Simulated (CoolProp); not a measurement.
Model: reference Helmholtz-energy equation of state, Smukala 2000, in CoolProp.

Q: For ethylene, give the phase and the cv (kJ/(kg K)), Joule-Thomson coefficient (K/MPa) at 188.4 K and 0.0249 MPa.

A: 
- 188.4 K and 0.0249 MPa: gas; cv 0.949, Joule-Thomson coefficient 31.3
